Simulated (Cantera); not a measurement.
Cantera run:

```python
import numpy as np
import cantera as ct

gas_names = [...]  # 113 gases of nasa_gas.yaml made of C, H, O, Ti
cond_names = """
    C(gr) C6H6(L) C7H8(L) C8H18(L),n-octa H2O(s) H2O(L) Ti(a) Ti(b) Ti(L) TiC(s) TiC(L) TiO(a) TiO(b)
    TiO(L) TiO2(ru) TiO2(L) Ti2O3(a) Ti2O3(b) Ti2O3(L) Ti3O5(a) Ti3O5(b) Ti3O5(L) Ti4O7(s) Ti4O7(L)
""".split()


# ... load() reads the species with a 1 bar reference pressure and builds the phases ...
atoms = {
    'Ti': {'Ti': 1},
    'H2O': {'H': 2, 'O': 1},
    'CO': {'C': 1, 'O': 1},
}
top_T = {'C(gr)': 4500}  # K; cautious upper limits of use, not melting points


# ... equilibrate(T, P, feed) seeds the gas with the atoms and calls Mixture.equilibrate('TP', solver="vcs", rtol=1e-11, max_steps=5000) ...
results = []
T = 1600  # K
P = 1000  # Pa
for m in [0.44, 0.6, 0.81, 1.1, 1.5, 2, 2.7, 3.7, 5, 6.7, 9.1, 12]:
    feed = {'Ti': 1, 'H2O': m, 'CO': 1.9}  # mol
    mix = equilibrate(T, P, feed)
    results.append((T, P, feed, dict(zip(mix.species_names, mix.species_moles))))
    x = sorted(zip(gas.X, gas.species_names), reverse=True)
    print(f"T = {T:g} K  P = {P:g} Pa  n(H2O) = {m:g} mol  gas = {mix.phase_moles(0):.4g} mol")
    print("   x: " + "  ".join(f"{s} {v:.3e}" for v, s in x if v > 0.0001))
    print("   condensed (mol): " + ("  ".join(f"{mix.phase(i).name} {mix.phase_moles(i):.4g}"
          for i in range(1, mix.n_phases) if mix.phase_moles(i) > 1e-12) or "none"))
```

It prints:

```
T = 1600 K  P = 1000 Pa  n(H2O) = 0.44 mol  gas = 1.916 mol
   x: CO 7.702e-01  H2 2.295e-01  H 2.604e-04
   condensed (mol): TiC(s) 0.424  Ti2O3(b) 0.288
T = 1600 K  P = 1000 Pa  n(H2O) = 0.6 mol  gas = 2.14 mol
   x: CO 7.195e-01  H2 2.802e-01  H 2.878e-04
   condensed (mol): TiC(s) 0.3601  Ti2O3(b) 0.32
T = 1600 K  P = 1000 Pa  n(H2O) = 0.81 mol  gas = 2.434 mol
   x: CO 6.671e-01  H2 3.325e-01  H 3.135e-04
   condensed (mol): TiC(s) 0.2761  Ti2O3(b) 0.362
T = 1600 K  P = 1000 Pa  n(H2O) = 1.1 mol  gas = 2.84 mol
   x: CO 6.125e-01  H2 3.871e-01  H 3.382e-04
   condensed (mol): TiC(s) 0.1601  Ti2O3(b) 0.42
T = 1600 K  P = 1000 Pa  n(H2O) = 1.5 mol  gas = 3.401 mol
   x: CO 5.587e-01  H2 4.409e-01  H 3.610e-04
   condensed (mol): TiC(s) 9.025e-05  Ti2O3(b) 0.5
T = 1600 K  P = 1000 Pa  n(H2O) = 2 mol  gas = 3.901 mol
   x: H2 4.966e-01  CO 4.820e-01  H2O 1.590e-02  CO2 5.136e-03  H 3.831e-04
   condensed (mol): TiO2(ru) 0.6717  Ti4O7(s) 0.08207
T = 1600 K  P = 1000 Pa  n(H2O) = 2.7 mol  gas = 4.601 mol
   x: H2 4.670e-01  CO 3.805e-01  H2O 1.197e-01  CO2 3.245e-02  H 3.715e-04
   condensed (mol): TiO2(ru) 1
T = 1600 K  P = 1000 Pa  n(H2O) = 3.7 mol  gas = 5.601 mol
   x: H2 4.132e-01  CO 2.829e-01  H2O 2.472e-01  CO2 5.631e-02  H 3.495e-04
   condensed (mol): TiO2(ru) 1
T = 1600 K  P = 1000 Pa  n(H2O) = 5 mol  gas = 6.901 mol
   x: H2O 3.651e-01  H2 3.592e-01  CO 2.057e-01  CO2 6.958e-02  H 3.259e-04
   condensed (mol): TiO2(ru) 1
T = 1600 K  P = 1000 Pa  n(H2O) = 6.7 mol  gas = 8.601 mol
   x: H2O 4.717e-01  H2 3.071e-01  CO 1.462e-01  CO2 7.471e-02  H 3.013e-04
   condensed (mol): TiO2(ru) 1
T = 1600 K  P = 1000 Pa  n(H2O) = 9.1 mol  gas = 11 mol
   x: H2O 5.716e-01  H2 2.554e-01  CO 9.898e-02  CO2 7.372e-02  H 2.748e-04
   condensed (mol): TiO2(ru) 1
T = 1600 K  P = 1000 Pa  n(H2O) = 12 mol  gas = 13.9 mol
   x: H2O 6.504e-01  H2 2.127e-01  CO2 6.893e-02  CO 6.774e-02  H 2.507e-04
   condensed (mol): TiO2(ru) 1
```

Cantera equilibrium calculation (NASA polynomials, part measured and part estimated; ideal gas, pure solids and liquids). Mutual solubility and eutectic melting of coexisting phases are not modelled. TiC: taken at fixed stoichiometry. Condensed phases not in the tables: Magnéli phases beyond Ti4O7.
